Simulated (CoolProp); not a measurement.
A Linde-Hampson liquefier for ethylene: isothermal reversible compression at 290 K from 1 atm to 25 MPa, throttling to 1 atm, return gas leaving the recuperator 5 K below the feed. Each further row changes one setting.

The numbers come from the reference Helmholtz-energy equation of state, Smukala 2000 in CoolProp.

| case | liquid yield per pass | compression work (kJ/kg of gas) |
|---|---|---|
| as stated | ? | 362 |
| high pressure 50 MPa | ? | ? |
| warm-end temperature 320 K | 0.419 | 432 |
| warm-end gap 10 K | ? | 362 |

Some entries are withheld; supply them.


- as stated, liquid yield per pass: 0.504
- high pressure 50 MPa, liquid yield per pass: 0.484
- high pressure 50 MPa, compression work (kJ/kg of gas): 416
- warm-end gap 10 K, liquid yield per pass: 0.498
